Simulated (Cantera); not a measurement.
A closed system holds: 1 mol CH3Cl, 0.46 mol HCl, at 1025 K and 32.0 mbar.

Cantera equilibrium calculation (NASA polynomials, part measured and part estimated; ideal gas, pure solids and liquids). Candidate condensed phases: C, C6H6, C7H8, C8H18; 91 gas species. Kinetics and transport are ignored.

Base state: HCl 0.594, H2 0.406, CH4 0.000387 (mole fractions); condensed: C(graphite).

Q: What changes in the equilibrium state with this change: temperature from 1025 K to 873.15 K?

A: 
| species | before | after |
|---|---|---|
| HCl | 0.594 | 0.595 |
| H2 | 0.406 | 0.403 |
| CH4 | 0.000387 | 0.00233 |
| C(graphite), mol | 0.999 | 0.994 |
